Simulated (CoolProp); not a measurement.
CH3F (R41) along the isotherm 151.85 °C: density (kg/m³) from the reference equation and from simpler models built on Tc = 44.1 °C, pc = 59.06 bar, ω = 0.200; each cubic takes its own stable root.

The numbers come from the reference Helmholtz-energy equation of state, Lemmon 2006 in CoolProp. It is a short technical equation, of lower accuracy than the large ones.

```csv
p (bar),phase,reference,ideal gas,van der Waals,Redlich-Kwong,Peng-Robinson
39.4,gas,42.03,37.95,42.16,___,41.87
78.7,supercritical,93.44,75.80,95.91,93.16,91.95
118,supercritical,155.4,113.6,164.9,154.0,149.0
157,supercritical,224.6,151.2,230.7,216.7,207.1
197,supercritical,294.3,189.7,276.2,272.6,262.0
236,supercritical,352.3,227.3,305.9,315.9,308.0
276,supercritical,___,265.8,328.2,351.3,347.8
315,supercritical,436.8,303.4,345.2,379.4,___
354,supercritical,___,340.9,359.1,403.1,408.6
394,supercritical,492.9,379.5,371.1,423.8,433.6
433,supercritical,514.6,417.0,381.2,441.5,455.0
472,supercritical,533.5,454.6,390.1,457.2,474.1
512,supercritical,550.8,493.1,398.2,471.6,491.6
551,supercritical,565.9,530.7,405.3,484.4,507.2
591,supercritical,580.0,569.2,411.9,496.2,521.7
```

Q: Some entries are withheld; supply them.

A: 
- 39.4, Redlich-Kwong: 41.92
- 276, reference: 399.8
- 315, Peng-Robinson: 380.5
- 354, reference: 467.0
